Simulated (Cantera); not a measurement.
## Equilibrium for nitride etching: BN + HCl + H2

Charge: 1 mol BN, 70 mol HCl, a varied amount of H2, equilibrated at 31.0 Pa.

Method: chemical equilibrium by Gibbs-energy minimisation in Cantera with the NASA 1993 tables (ideal gas, pure condensed phases). Candidate condensed phases: B, BN, NH4Cl; 21 gas species. The tables' values for BCl2 are old estimates. Rates play no part.

Stable condensed phases:

```
T in K \ n(H2) in mol
         0.79  1.1  1.6  2.3  3.4  4.8    7   10
   1925     A    A    A    A    A    A    A    A
   1825     A    A    A    A    A    A    A    A
   1725     A    A    A    A    A    A    A    A
   1625     A    A    A    A    A    A    A    A
   1525     A    A    A    A    A    A    A    A
   1425     A    A    A    A    A    A    A    A
   1325     A    A    A    A    A    A    A    B
   1225     A    A    A    A    B    B    B    B
   1125     B    B    B    B    B    B    B    B
   1025     B    B    B    B    B    B    B    B
    925     B    B    B    B    B    B    B    B
    825     B    B    B    B    B    B    B    B
```

A: gas only; B: BN.
